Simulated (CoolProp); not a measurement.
Computed with CoolProp (reference Helmholtz-energy equation of state, Platzer 1990). This equation is an older, rougher fit; its heat capacities, sound speeds and derivatives of the liquid may be far off and weren't checked against measurements.

Problem. For CF4 (R14), give the phase and the Prandtl number, fugacity coefficient at 136.9 K and 1.44 MPa.

Solution. 
- 136.9 K and 1.44 MPa: liquid; Prandtl number 2.37, fugacity coefficient 0.0397

Viscosity comes from a separate model (Huber 2003), an estimate that may be off by 10 % or more. Thermal conductivity comes from a separate model (Huber 2003), an estimate that may be off by 10 % or more.
